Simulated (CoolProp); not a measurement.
Carbon dioxide at 823.81 K and 0.371 MPa flows at 21 m/s in a round tube of 20 mm bore and 0.25 µm roughness, fully developed (64/Re and Nu = 3.66 if laminar; Colebrook and Gnielinski if turbulent). Each further row changes one setting.

Computed with CoolProp (reference Helmholtz-energy equation of state, Span 1996).

```
case             Reynolds number  Darcy friction factor  pressure drop (Pa/m)  heat-transfer coefficient (W/(m² K))  mass flow (kg/h)
---------------  ---------------  ---------------------  --------------------  ------------------------------------  ----------------
as stated                  28000                 0.0239                   628                                   ___               ___
velocity 42 m/s            56000                 0.0204                   ___                                   338               ___
diameter 40 mm             56000                 0.0204                   ___                                   ___               ___
```

Problem. Fill in the missing entries.

Solution. 
- as stated, heat-transfer coefficient (W/(m² K)): 196
- as stated, mass flow (kg/h): 56.6
- velocity 42 m/s, pressure drop (Pa/m): 2150
- velocity 42 m/s, mass flow (kg/h): 113
- diameter 40 mm, pressure drop (Pa/m): 268
- diameter 40 mm, heat-transfer coefficient (W/(m² K)): 169
- diameter 40 mm, mass flow (kg/h): 226

Viscosity comes from a separate model (Laesecke 2017). Thermal conductivity comes from a separate model (Huber 2016).
